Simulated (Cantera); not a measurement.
Cantera run:

```python
import numpy as np
import cantera as ct

gas_names = """
    O2 H2O
""".split()
cond_names = """
    Li(L) LiH(s) LiOH(L) Li2O(s)
""".split()


def load(file, names, dense=False):
    # The tables refer to 1 bar. Condensed volumes are neglected.
    table = {s.name: s for s in ct.Species.list_from_file(file)}
    out = []
    for n in names:
        d = dict(table[n].input_data)
        d["thermo"] = dict(d["thermo"], **{"reference-pressure": 1e5})
        if dense:
            d["equation-of-state"] = {"model": "constant-volume", "density": "1e6 g/cm^3"}
        out.append(ct.Species.from_dict(d))
    return out


species = {s.name: s for s in load("nasa_gas.yaml", gas_names) + load("nasa_condensed.yaml", cond_names)}
T = 950
g = {n: (s.thermo.h(T) - T * s.thermo.s(T)) / (ct.gas_constant * T * np.log(10)) for n, s in species.items()}
valid = cond_names  # the entries whose range holds T


def stable(la, lb):
    # potentials (over RT ln 10) of the two non-metals from log10 p(O2) and log10 p(H2O) in bar
    mu = {}
    mu["O"] = (g["O2"] + la) / 2
    mu["H"] = (g["H2O"] + lb - 1 * mu["O"]) / 2
    cost = {}
    for n in valid:
        c = species[n].composition
        cost[n] = (g[n] - sum(c.get(e, 0) * m for e, m in mu.items())) / c["Li"]
    return min(cost, key=cost.get)


results = []
for lb in [0, -1.2, -2.4, -3.6, -4.9, -6.1, -7.3, -8.5, -9.7, -10.9, -12.1, -13.4, -14.6, -15.8, -17]:
    row = [stable(la, lb) for la in [-30, -28.5, -27, -25.5, -24, -22.5, -21, -19.5, -18, -16.5, -15, -13.5, -12, -10.5, -9, -7.5, -6, -4.5, -3, -1.5, 0]]
    results.append(row)
    print(f"{lb:6.1f}  " + " ".join(f"{valid.index(n):x}" for n in row))
print("key: " + ", ".join(f"{i:x} {n}" for i, n in enumerate(valid)))
```

Output:

```
   0.0  2 2 2 2 2 2 2 2 2 2 2 2 2 2 2 2 2 2 2 2 2
  -1.2  3 3 3 3 3 3 3 3 3 3 3 3 3 3 3 3 3 3 3 3 3
  -2.4  3 3 3 3 3 3 3 3 3 3 3 3 3 3 3 3 3 3 3 3 3
  -3.6  3 3 3 3 3 3 3 3 3 3 3 3 3 3 3 3 3 3 3 3 3
  -4.9  3 3 3 3 3 3 3 3 3 3 3 3 3 3 3 3 3 3 3 3 3
  -6.1  3 3 3 3 3 3 3 3 3 3 3 3 3 3 3 3 3 3 3 3 3
  -7.3  3 3 3 3 3 3 3 3 3 3 3 3 3 3 3 3 3 3 3 3 3
  -8.5  3 3 3 3 3 3 3 3 3 3 3 3 3 3 3 3 3 3 3 3 3
  -9.7  3 3 3 3 3 3 3 3 3 3 3 3 3 3 3 3 3 3 3 3 3
 -10.9  3 3 3 3 3 3 3 3 3 3 3 3 3 3 3 3 3 3 3 3 3
 -12.1  3 3 3 3 3 3 3 3 3 3 3 3 3 3 3 3 3 3 3 3 3
 -13.4  3 3 3 3 3 3 3 3 3 3 3 3 3 3 3 3 3 3 3 3 3
 -14.6  3 3 3 3 3 3 3 3 3 3 3 3 3 3 3 3 3 3 3 3 3
 -15.8  3 3 3 3 3 3 3 3 3 3 3 3 3 3 3 3 3 3 3 3 3
 -17.0  3 3 3 3 3 3 3 3 3 3 3 3 3 3 3 3 3 3 3 3 3
key: 0 Li(L), 1 LiH(s), 2 LiOH(L), 3 Li2O(s)
```

Standard-state values (1 bar) from the NASA 1993 polynomials, evaluated with Cantera. Not in the tables: the peroxide. Part of the grid cannot be reached: there another gas would pass 10 bar, or a non-metal would condense.
